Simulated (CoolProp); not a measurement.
The numbers come from the reference Helmholtz-energy equation of state, Schmidt 1985 in CoolProp.

Task: Give the vapour pressure (kPa), liquid density (kg/m³), vapour density (kg/m³), surface tension (mN/m) of saturated oxygen at 122.1, 131.3 K.

Result: 
```tsv
T (K)	p (kPa)	liquid density (kg/m³)	vapour density (kg/m³)	surface tension (mN/m)
122.1	1150	960	44.3	5.68
131.3	1860	892	73.3	3.78
```

Surface tension comes from a separate correlation (Mulero 2012).
